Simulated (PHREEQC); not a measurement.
A solution holds 67 mmol/kgw NaHCO3, 59 mmol/kgw NaF and 2.1 mmol/kgw LiCl, at 50 °C. Closed to the air; pH follows from the charge balance.

Equilibrium calculation in PHREEQC: ion-association model, wateq4f.dat.

No solid was allowed to form.

**Question.** What pH, ionic strength does the model give?

**Answer.** pH 7.72; ionic strength 0.123 mol/kgw.

**Question.** In which forms is C present?

**Answer.** HCO3- 91 %, NaHCO3 3.5 %, CO2 2.5 %, NaCO3- 1.8 %, CO3-2 0.7 % of the C.

Species that the database lacks are ignored. At this temperature some constants are extrapolated from 25 °C, and those without enthalpy data are left unchanged.
